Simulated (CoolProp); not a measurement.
A single-stage vapour-compression cycle with the fluid: evaporating at 243.15 K (dew point), condensing at 293.15 K (bubble point), superheat 5 K, subcooling 2 K, compressor efficiency 0.85, no pressure losses. The same conditions are run with several fluids, on thermodynamics alone (safety and materials aside).

The numbers come from the reference Helmholtz-energy equation of state of each fluid (ammonia: Gao 2020; isobutane: Bücker 2006; isobutene: Lemmon 2005; R1336mzz(E): Akasaka 2023; R507A: Lemmon 2003; nitrous oxide: Lemmon 2006) in CoolProp. Blends and air are pseudo-pure fits.

Rank ammonia, isobutane, isobutene, R1336mzz(E), R507A, nitrous oxide by cooling COP, highest first.

isobutene (3.48), isobutane (3.42), ammonia (3.33), R1336mzz(E) (3.29), R507A (3.14), nitrous oxide (2.71)

```csv
fluid,pressure ratio,discharge temperature (K),refrigerating effect (kJ/kg),volumetric capacity (kJ/m³)
ammonia,7.18,411.3,1150,1170
isobutane,6.48,305.7,280,375
isobutene,7.00,312.4,312,323
R1336mzz(E),10.0,297.6,118,152
R507A,5.27,310.1,124,1370
nitrous oxide,3.84,351.5,197,6470
```
